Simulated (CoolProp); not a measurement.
Vapour-liquid equilibrium of cyclohexane (1) + n-dodecane (2) at 0.759 bar; x and y are mole fractions of (1).

Values from CoolProp's multi-fluid Helmholtz-energy mixture model, Zhou 2014 and Lemmon 2004; pair parameters Bell 2016.

| x | bubble temperature, mixture model (°C) | bubble temperature, Raoult's law (°C) | y, mixture model | y, Raoult's law |
|---|---|---|---|---|
| 0.05 | 183.4 | 174.7 | 0.447 | 0.580 |
| 0.15 | 150.0 | 139.6 | 0.822 | 0.882 |
| 0.25 | … | 120.1 | 0.930 | 0.951 |
| 0.35 | … | 107.4 | 0.967 | 0.976 |
| 0.45 | … | 98.2 | … | 0.987 |
| 0.55 | 93.4 | 91.1 | … | 0.992 |
| 0.65 | … | 85.4 | 0.995 | 0.995 |
| 0.75 | … | 80.6 | 0.997 | 0.998 |
| 0.85 | 76.9 | 76.5 | 0.999 | 0.999 |
| 0.95 | … | 73.0 | 1.000 | 1.000 |

Fill in the missing entries.


- 0.25, bubble temperature, mixture model (°C): 127.9
- 0.35, bubble temperature, mixture model (°C): 112.8
- 0.45, bubble temperature, mixture model (°C): 101.8
- 0.45, y, mixture model: 0.983
- 0.55, y, mixture model: 0.991
- 0.65, bubble temperature, mixture model (°C): 86.8
- 0.75, bubble temperature, mixture model (°C): 81.3
- 0.95, bubble temperature, mixture model (°C): 73.1

The largest gap from Raoult's law is +10.4 K in bubble temperature, at x = 0.15. No azeotrope shows between x = 0.05 and 0.95.

The pair parameters rest on a limited set of measurements; away from them the model extrapolates.
